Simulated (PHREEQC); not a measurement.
Make-up at 25 °C: 0.026 mol Al2(SO4)3, 0.0023 mol ZnCl2 and 0.00067 mol NaHCO3 per kg of water. Closed to the air; pH follows from the charge balance.

All values are PHREEQC results (ion-association model, phreeqc.dat), not measurements.

Precipitation was switched off in this run.

Question: Estimate the pH, ionic strength.

Answer: pH 4.37; ionic strength 0.101 mol/kgw.

Question: In which forms is Al present?

Answer: AlSO4+ 69 %, Al(SO4)2- 18 %, Al+3 12 %, AlOH+2 1.2 % of the Al.

The solution is supersaturated, for example in Gibbsite (slow to form), so a real one may precipitate; this is no full list.
